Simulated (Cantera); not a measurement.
Input: 1 mol CH3F, 1.7 mol HCl, at 625 K and 75000 Pa.

These are equilibrium values from Cantera (NASA tables, ideal gas, pure condensed phases), not measurements of a reactor. Candidate condensed phases: C, C6H6, C7H8, C8H18; 118 gas species. Kinetics and transport are ignored.

Base state: HCl 0.516, HF 0.303, CH4 0.123, H2 0.0581, H2F2 2.30e-5 (mole fractions); condensed: C(graphite).

Question: What changes in the equilibrium state with this change: pressure from 75000 Pa to 1.40 Pa?

Answer: 
| species | before | after |
|---|---|---|
| HCl | 0.516 | 0.459 |
| HF | 0.303 | 0.270 |
| H2 | 0.0581 | 0.270 |
| CH4 | 0.123 | 4.94e-5 |
| H2F2 | 2.30e-5 | <1e-9 |
| C(graphite), mol | 0.596 | 1.000 |

Question: What changes in the equilibrium state with this change: pressure from 75000 Pa to 64.0 Pa?

Answer: 
| species | before | after |
|---|---|---|
| HCl | 0.516 | 0.460 |
| HF | 0.303 | 0.271 |
| H2 | 0.0581 | 0.266 |
| CH4 | 0.123 | 0.00220 |
| H2F2 | 2.30e-5 | 1.56e-8 |
| C(graphite), mol | 0.596 | 0.992 |
